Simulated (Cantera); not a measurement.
Input (Python, Cantera) and output of one run.

```python
import numpy as np
import cantera as ct

gas_names = """
    C CH CH2 CH3 CH2OH CH3O CH4 CH3OH CO CO2 COOH C2 C2H CHCO,ketyl C2H2,acetylene C2H2,vinylidene
    CH2CO,ketene C2H3,vinyl CH3CO,acetyl C2H4 C2H4O,ethylen CH3CHO,ethanal CH3COOH (HCOOH)2 C2H5 C2H6
    CH3OCH3 C2H5OH C2O C3 C3H3,propargyl C3H4,allene C3H4,propyne C3H4,cyclo- C3H5,allyl C3H6,propylene
    C3H6,cyclo- C3H6O C3H7,n-propyl C3H7,i-propyl C3H8 C3H8O,1propanol C3H8O,2propanol C3O2 C4 C4H2
    C4H4,1,3-cyclo- C4H6,butadiene C4H6,2-butyne C4H6,cyclo- C4H8,1-butene C4H8,cis2-buten
    C4H8,tr2-butene C4H8,isobutene C4H8,cyclo- (CH3COOH)2 C4H9,n-butyl C4H9,i-butyl C4H9,s-butyl
    C4H9,t-butyl C4H10,isobutane C4H10,n-butane C5 C5H6,1,3cyclo- C5H8,cyclo- C5H10,1-pentene
    C5H10,cyclo- C5H11,pentyl C5H11,t-pentyl C5H12,n-pentane C5H12,i-pentane CH3C(CH3)2CH3 C6H2
    C6H5,phenyl C6H5O,phenoxy C6H6 C6H5OH,phenol C6H10,cyclo- C6H12,1-hexene C6H12,cyclo- C6H13,n-hexyl
    C7H7,benzyl C7H8 C7H8O,cresol C7H14,1-heptene C7H15,n-heptyl C7H16,n-heptane C8H8,styrene
    C8H10,ethylbenz C8H16,1-octene C8H17,n-octyl C8H18,isooctane C8H18,n-octane C9H19,n-nonyl
    C10H8,naphthale C10H21,n-decyl C12H9,o-bipheny C12H10,bipheny H HCO HO2 H2 HCHO,formaldehy HCOOH H2O
    H2O2 O OH O2 O3 Si SiC SiC2 SiC4H12 SiH SiH2 SiH3 SiH4 SiO SiO2 Si2 Si2C Si3
""".split()
cond_names = """
    C(gr) C6H6(L) C7H8(L) C8H18(L),n-octa H2O(s) H2O(L) Si(cr) Si(L) SiC(b) SiO2(Lqz) SiO2(hqz) SiO2(L)
""".split()


def load(file, names, dense=False):
    # The tables refer to 1 bar. Condensed volumes are neglected.
    table = {s.name: s for s in ct.Species.list_from_file(file)}
    out = []
    for n in names:
        d = dict(table[n].input_data)
        d["thermo"] = dict(d["thermo"], **{"reference-pressure": 1e5})
        if dense:
            d["equation-of-state"] = {"model": "constant-volume", "density": "1e6 g/cm^3"}
        out.append(ct.Species.from_dict(d))
    return out


gas = ct.Solution(thermo="ideal-gas", species=load("nasa_gas.yaml", gas_names))
cond = {s.name: ct.Solution(thermo="fixed-stoichiometry", species=[s], name=s.name)
        for s in load("nasa_condensed.yaml", cond_names, dense=True)}
atoms = {
    'TEOS': {'Si': 1, 'C': 8, 'H': 20, 'O': 4},
    'H2O': {'H': 2, 'O': 1},
}
top_T = {'C(gr)': 4500, 'SiC(b)': 3050}  # K; cautious upper limits of use, not melting points


def equilibrate(T, P, feed):
    n = {}
    for name, mol in feed.items():
        for a, k in atoms[name].items():
            n[a] = n.get(a, 0.0) + k * mol
    gas.TPX = T, P, n
    mass = sum(n.values()) * gas.mean_molecular_weight
    gas.equilibrate("TP")
    valid = [c for c in cond.values() if c.min_temp <= T <= top_T.get(c.name, c.max_temp)]
    mix = ct.Mixture([(gas, mass / gas.mean_molecular_weight)] + [(c, 0.0) for c in valid])
    mix.T, mix.P = T, P
    mix.equilibrate("TP", solver="vcs", rtol=1e-11, max_steps=5000)
    return mix


results = []
feed = {'TEOS': 1, 'H2O': 23}  # mol
T = 1673.15  # K
for P in [5, 15, 45, 140, 410, 1200, 3700, 11000, 33000, 100000]:
    mix = equilibrate(T, P, feed)
    results.append((T, P, feed, dict(zip(mix.species_names, mix.species_moles))))

top = {s: max(r[3][s] / sum(r[3][g] for g in gas_names) for r in results) for s in gas_names}
cols = sorted((s for s in top if top[s] > 0.0001), key=lambda s: -top[s])[:9]
seen = [c for c in cond_names if any(r[3].get(c, 0) > 1e-12 for r in results)]
print("log10 of partial pressures in bar; condensed amounts in mol")
print(f"{'P/Pa':>10s}" + "".join(f"{s[:9]:>10s}" for s in cols + seen))
for T, P, feed, n in results:
    ng = sum(n[g] for g in gas_names)
    print(f"{P:10.4g}" + "".join(f"{np.log10(max(n[s] / ng * P / 1e5, 1e-99)):10.3f}" for s in cols)
          + "".join(f"{n.get(c, 0):10.4g}" for c in seen))
```

Output:

```
log10 of partial pressures in bar; condensed amounts in mol
      P/Pa        H2       H2O        CO       CO2         H       SiO        OH SiO2(hqz)
         5    -4.678    -4.729    -5.118    -5.689    -6.282    -6.772    -7.651    0.8599
        15    -4.195    -4.252    -4.638    -5.214    -6.041    -6.766    -7.415    0.9529
        45    -3.715    -3.775    -4.159    -4.738    -5.801    -6.764    -7.178    0.9842
       140    -3.221    -3.281    -3.666    -4.245    -5.553    -6.763    -6.931    0.9949
       410    -2.754    -2.815    -3.199    -3.779    -5.320    -6.762    -6.698    0.9983
      1200    -2.287    -2.348    -2.732    -3.313    -5.086    -6.762    -6.465    0.9994
      3700    -1.798    -1.859    -2.243    -2.824    -4.842    -6.762    -6.221    0.9998
   1.1e+04    -1.324    -1.386    -1.770    -2.350    -4.605    -6.762    -5.984    0.9999
   3.3e+04    -0.847    -0.909    -1.292    -1.873    -4.367    -6.762    -5.745         1
     1e+05    -0.366    -0.427    -0.811    -1.392    -4.126    -6.762    -5.505         1
```

Equilibrium computed with Cantera from the NASA thermochemical tables; the gas is ideal and each condensed phase is pure. The feed counts by its element totals alone. The tables hold silica as quartz up to 1696 K and as liquid above; real silica turns to tridymite and cristobalite and melts near 1996 K. Gases not in the tables: Si(OH)4.
